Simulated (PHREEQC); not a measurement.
Solution (20 °C): 0.02 mol/kgw NH4HF2, 0.00051 mol/kgw H2SiF6 and 0.02 mol/kgw HCl. Closed to the air; pH follows from the charge balance.

The numbers come from PHREEQC with the ion-association model, wateq4f.dat.

No solid was allowed to form.

**Question.** Predict the pH, ionic strength.

**Answer.** pH 2.27; ionic strength 0.0267 mol/kgw.

**Question.** In which forms is F present?

**Answer.** HF 68 %, H2F2 12 %, F- 11 %, SiF6-2 7.1 %, HF2- 2.3 % of the F.

Complexes and solids missing from the database can't appear. wateq4f.dat counts part of the HF as a dimer, H2F2, which phreeqc.dat doesn't know; its constant is uncertain. SiF6-2 is the database's only silicon fluoride.
